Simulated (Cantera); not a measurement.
An isothermal, constant-pressure homogeneous reactor starts with CH2O : O2 : N2 = 0.00081 : 0.023 : 1 (molar parts), at 1425 K and 0.500 bar.

Model: GRI-Mech 3.0 (53 species, 325 reactions), integrated in Cantera.

**Question.** Predict: x(O2) at 200 s; x(HO2) at 200 s; x(CO2) at 200 s; x(NO) at 200 s.

**Answer.** 
- x(O2) at 200 s: 0.0217 (gas-phase equilibrium 0.0215)
- x(HO2) at 200 s: 1.50e-9 (gas-phase equilibrium 1.50e-9)
- x(CO2) at 200 s: 0.000791 (gas-phase equilibrium 0.000791)
- x(NO) at 200 s: 6.26e-7 (gas-phase equilibrium 0.000298)
